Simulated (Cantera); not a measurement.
A Cantera script and what it prints.

```python
import numpy as np
import cantera as ct

gas_names = """
    C2H2,acetylene NaOH O2 C2H4 CH4 C2H6
""".split()
cond_names = """
    Na2CO3(I) Na2CO3(II) Na2CO3(L) Na(cr) Na(L)
""".split()


# ... load() reads the species with a 1 bar reference pressure and builds the phases ...
species = {s.name: s for s in load("nasa_gas.yaml", gas_names) + load("nasa_condensed.yaml", cond_names)}
# Each term lists the table entries of one substance; the one whose range holds T is used.
reactions = {
    '4 C2H2(g) + 4 NaOH(g) + O2(g) = 2 Na2CO3 + 3 C2H4(g)':
        [(-4, ['C2H2,acetylene']), (-4, ['NaOH']), (-1, ['O2']), (2, ['Na2CO3(I)', 'Na2CO3(II)', 'Na2CO3(L)']), (3, ['C2H4'])],
    '2 Na2CO3 + 2 Na + 12 CH4(g) = 6 NaOH(g) + 7 C2H6(g)':
        [(-2, ['Na2CO3(I)', 'Na2CO3(II)', 'Na2CO3(L)']), (-2, ['Na(cr)', 'Na(L)']), (-12, ['CH4']), (6, ['NaOH']), (7, ['C2H6'])],
}


def pick(names, T):
    return next(species[n] for n in names if species[n].thermo.min_temp <= T <= species[n].thermo.max_temp)


results = []
for label, terms in reactions.items():
    print(label)
    print("     T/K   dH/kJ  dS/(J/K)   dG/kJ   log10 K")
    for T in [300, 848, 923, 998, 1073, 1148, 1223]:
        used = [(nu, pick(names, T)) for nu, names in terms]
        dH = sum(nu * s.thermo.h(T) for nu, s in used) / 1e6
        dS = sum(nu * s.thermo.s(T) for nu, s in used) / 1e3
        dG = dH - T * dS / 1e3
        logK = -dG * 1e6 / (ct.gas_constant * T * np.log(10))
        results.append((label, T, dH, dS, dG, logK, [s.name for _, s in used]))
        print(f"{T:8g} {dH:8.1f} {dS:8.1f} {dG:8.1f} {logK:8.2f}")
```

It prints:

```
4 C2H2(g) + 4 NaOH(g) + O2(g) = 2 Na2CO3 + 3 C2H4(g)
     T/K   dH/kJ  dS/(J/K)   dG/kJ   log10 K
     300  -2225.9   -987.4  -1929.7   335.99
     848  -2206.6   -965.0  -1388.2    85.51
     923  -2200.5   -958.2  -1316.1    74.48
     998  -2192.8   -950.1  -1244.5    65.14
    1073  -2183.4   -941.1  -1173.6    57.13
    1148  -2113.5   -878.8  -1104.7    50.26
    1223  -2103.2   -870.0  -1039.1    44.38
2 Na2CO3 + 2 Na + 12 CH4(g) = 6 NaOH(g) + 7 C2H6(g)
     T/K   dH/kJ  dS/(J/K)   dG/kJ   log10 K
     300   1383.2    358.4   1275.7  -222.11
     848   1342.7    282.1   1103.4   -67.97
     923   1336.7    275.4   1082.5   -61.26
     998   1329.1    267.4   1062.2   -55.59
    1073   1319.8    258.5   1042.4   -50.75
    1148   1249.8    196.1   1024.7   -46.63
    1223   1239.0    187.0   1010.4   -43.15
```

Source: NASA polynomial tables (part measured, part estimated), evaluated in Cantera. Condensed species are held in their standard states even where they would react or evaporate.
